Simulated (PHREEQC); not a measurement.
Consider water at 20 °C with 5.3 mmol/kgw NaHCO3 and 0.056 mmol/kgw NaF. Closed to the air; pH follows from the charge balance.

Model: ion-association model, phreeqc.dat, run in PHREEQC.

Each row changes one thing in this solution. This is a speciation only: nothing precipitates in the calculation.

| case | pH | ionic strength (mol/kgw) | CO2 (mol/kgw) | CO3-2 (mol/kgw) | NaHCO3 (mol/kgw) | NaCO3- (mol/kgw) |
|---|---|---|---|---|---|---|
| as made | 8.29 | 0.00539 | 5.85e-5 | 5.39e-5 | 1.37e-5 | 3.07e-6 |
| diluted 10-fold with water | 8.30 | 0.000540 | 6.12e-6 | 4.70e-6 | 1.53e-7 | 3.27e-8 |
| 0.0014 mol/kgw TMAH added | 9.77 | 0.00797 | 1.46e-6 | 0.00129 | 1.00e-5 | 6.85e-5 |
| NaF from 5.6e-05 to 5.04e-05 mol/kgw | 8.29 | 0.00539 | 5.84e-5 | 5.39e-5 | 1.37e-5 | 3.06e-6 |
| 0.00012 mol/kgw CaBr2 added | 8.28 | 0.00573 | 6.09e-5 | 5.18e-5 | 1.36e-5 | 2.92e-6 |

Species that the database lacks are ignored.
